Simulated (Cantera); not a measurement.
A Cantera script and its output.

```python
import numpy as np
import cantera as ct

gas = ct.Solution("gri30.yaml")
gas.TPX = 700, 100000, {'CH4': 1, 'C2H6': 0.035, 'C3H8': 0.072, 'O2': 3.31, 'N2': 12.4, 'CO2': 3.1}
inlet = ct.Reservoir(gas, clone=True)
gas.equilibrate("HP")  # start burning
reactor = ct.IdealGasConstPressureReactor(gas, energy="on", clone=False)
exhaust = ct.Reservoir(gas, clone=True)
tau = [0.029, 0.015, 0.0076, 0.0039, 0.002, 0.001, 0.00053, 0.00027, 0.00014, 7.2e-05, 3.7e-05, 1.9e-05, 9.7e-06][0]
for a, b in ((inlet, reactor), (reactor, exhaust)):
    ct.MassFlowController(a, b, mdot=lambda t: reactor.mass / tau)
net = ct.ReactorNet([reactor])
show = ['CH4', 'C2H6', 'C3H8', 'NO', 'N2O', 'HCO']

rows = []
print(f"{'tau/s':>10s}{'T/K':>9s}" + "".join(f"{s:>11s}" for s in show))
for tau in [0.029, 0.015, 0.0076, 0.0039, 0.002, 0.001, 0.00053, 0.00027, 0.00014, 7.2e-05, 3.7e-05, 1.9e-05, 9.7e-06]:
    net.initial_time = 0.0
    net.advance(30 * tau)
    before = gas.X
    net.advance(40 * tau)
    drift = np.max(np.abs(gas.X - before) / (gas.X + 1e-9))
    rows.append([gas.T, *gas[show].X, drift])
    print(f"{tau:10.3e}{gas.T:9.1f}" + "".join(f"{x:11.3e}" for x in gas[show].X))
```

It prints:

```
     tau/s      T/K        CH4       C2H6       C3H8         NO        N2O        HCO
 2.900e-02   1894.6  1.332e-05  1.035e-07  2.062e-07  3.686e-05  3.330e-07  6.685e-08
 1.500e-02   1878.5  2.085e-05  1.716e-07  3.425e-07  2.890e-05  3.501e-07  1.316e-07
 7.600e-03   1856.5  3.347e-05  2.875e-07  5.707e-07  2.251e-05  3.435e-07  2.646e-07
 3.900e-03   1829.0  5.423e-05  4.786e-07  9.377e-07  1.779e-05  3.203e-07  5.244e-07
 2.000e-03   1795.5  9.032e-05  8.074e-07  1.553e-06  1.424e-05  2.892e-07  1.035e-06
 1.000e-03   1754.4  1.597e-04  1.430e-06  2.688e-06  1.126e-05  2.547e-07  2.082e-06
 5.300e-04   1711.1  2.843e-04  2.532e-06  4.650e-06  8.739e-06  2.224e-07  3.929e-06
 2.700e-04   1657.6  5.814e-04  5.149e-06  9.198e-06  5.987e-06  1.842e-07  7.720e-06
 1.400e-04   1573.1  1.796e-03  1.662e-05  2.754e-05  2.537e-06  1.172e-07  1.535e-05
 7.200e-05    700.0  5.021e-02  1.757e-03  3.615e-03 -2.019e-19 -1.040e-20 -4.751e-28
 3.700e-05    700.0  5.021e-02  1.757e-03  3.615e-03  9.385e-23  4.838e-24  6.469e-31
 1.900e-05    700.0  5.021e-02  1.757e-03  3.615e-03  1.928e-26  1.920e-27  1.070e-31
 9.700e-06    700.0  5.021e-02  1.757e-03  3.615e-03  1.249e-29  4.275e-28  2.706e-32
```

Computed with Cantera and GRI-Mech 3.0 (53 species, 325 reactions).
